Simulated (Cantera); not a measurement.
Input: 1 mol Si2Cl6, 14 mol NH3, at 1700 K and 0.0398 Torr.

These are equilibrium values from Cantera (NASA tables, ideal gas, pure condensed phases), not measurements of a reactor. Candidate condensed phases: NH4Cl, Si, Si3N4; 28 gas species. The feed counts by its element totals alone. The tables' values for SiCl, SiCl3, SiN are old estimates; treat these amounts as uncertain. The numbers say what is thermodynamically allowed, not how fast it happens.

Base state: H2 0.609, N2 0.221, HCl 0.0901, SiCl2 0.0477, H 0.0158, Si 0.0128, Cl 0.00182, SiCl 0.00174 (mole fractions); condensed: Si(l).

What changes in the equilibrium state with this change: Si2Cl6 replaced by trisilylamine?


| species | before | after |
|---|---|---|
| H2 | 0.609 | 0.747 |
| N2 | 0.221 | 0.222 |
| H | 0.0158 | 0.0175 |
| HCl | 0.0901 | 0 |
| SiCl2 | 0.0477 | 0 |
| Si | 0.0128 | 0.0128 |
| Cl | 0.00182 | 0 |
| SiCl | 0.00174 | 0 |
| SiCl3 | 3.23e-5 | 0 |
| SiH2 | 8.64e-6 | 1.06e-5 |
| Si(l), mol | 0.0114 | 2.55 |
The tables' values for SiN are old estimates; treat these amounts as uncertain. Gases not in the tables: Si2H6 and higher silanes.

What changes in the equilibrium state with this change: NH3 from 14 to 40 mol?


```tsv
species	before	after
H2	0.609	0.676
N2	0.221	0.236
HCl	0.0901	0.0474
SiCl2	0.0477	0.0108
Si	0.0128	0.0116
H	0.0158	0.0166
SiCl3	3.23e-5	3.66e-6
SiCl	0.00174	0.000792
Cl	0.00182	0.000908
Si(l), mol	0.0114	0
```
The tables' values for SiCl, SiN are old estimates; treat these amounts as uncertain.

What changes in the equilibrium state with this change: pressure from 0.0398 Torr to 21.8 Torr?


| species | before | after |
|---|---|---|
| H2 | 0.609 | 0.628 |
| N2 | 0.221 | 0.211 |
| HCl | 0.0901 | 0.124 |
| H | 0.0158 | 0.000686 |
| Si | 0.0128 | 9.42e-6 |
| SiCl2 | 0.0477 | 0.0353 |
| Si3 | 1.41e-5 | 1.69e-9 |
| Si2 | 5.61e-5 | 1.66e-8 |
| Si(l), mol | 0.0114 | 0 |
| Si3N4(s), mol | 0 | 0.300 |
The tables' values for SiCl3, SiCl are old estimates; treat these amounts as uncertain.
